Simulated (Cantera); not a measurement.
An adiabatic, constant-volume homogeneous reactor starts with 3.59 % CH4, 0.898 % CO, 20.1 % O2, 75.4 % N2, equivalence ratio 0.38, at 1600 K and 0.987 atm.

Computed with Cantera and GRI-Mech 3.0 (53 species, 325 reactions).

Question: Predict: time of steepest temperature rise; temperature at 1.00 s; equilibrium temperature; x(CO) at 1.00 s; x(O2) at 1.00 s; x(O) at 1.00 s.

Answer: 
```json
{
  "time_of_steepest_temperature_rise": "0.371 ms",
  "temperature at 1.00 s": "2481 K",
  "equilibrium_temperature": "2481 K",
  "x(CO) at 1.00 s": "0.00330 (gas-phase equilibrium 0.00330)",
  "x(O2) at 1.00 s": "0.114 (gas-phase equilibrium 0.114)",
  "x(O) at 1.00 s": "0.00360 (gas-phase equilibrium 0.00360)"
}
```
